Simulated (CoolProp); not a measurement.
R365MFC along the isotherm 500 K: density (kg/m³) from the reference equation and from simpler models built on Tc = 460.0 K, pc = 3.266 MPa, ω = 0.377; each cubic takes its own stable root.

The numbers come from the reference Helmholtz-energy equation of state, Lemmon 2016 in CoolProp.

| p (MPa) | phase | reference | van der Waals | Redlich-Kwong | Soave-Redlich-Kwong |
|---|---|---|---|---|---|
| 0.544 | gas | 20.34 | 20.22 | ___ | 20.24 |
| 1.09 | gas | ___ | ___ | 42.85 | 42.54 |
| 1.63 | gas | 68.03 | 67.11 | 67.88 | 67.02 |
| 2.18 | gas | 97.01 | 95.79 | 97.10 | 95.13 |
| 2.72 | gas | ___ | 129.2 | ___ | 126.8 |
| 3.27 | supercritical | ___ | 172.1 | 173.1 | 164.7 |
| 3.81 | supercritical | 214.5 | 231.5 | 226.8 | 209.6 |
| 4.36 | supercritical | 271.3 | 328.7 | 301.7 | 265.7 |
| 4.9 | supercritical | 341.6 | 413.4 | 391.7 | ___ |

### Question
Complete the blanks.

### Answer

- 0.544, Redlich-Kwong: 20.30
- 1.09, reference: 42.96
- 1.09, van der Waals: 42.51
- 2.72, reference: 129.8
- 2.72, Redlich-Kwong: 130.9
- 3.27, reference: 168.8
- 4.9, Soave-Redlich-Kwong: 330.8
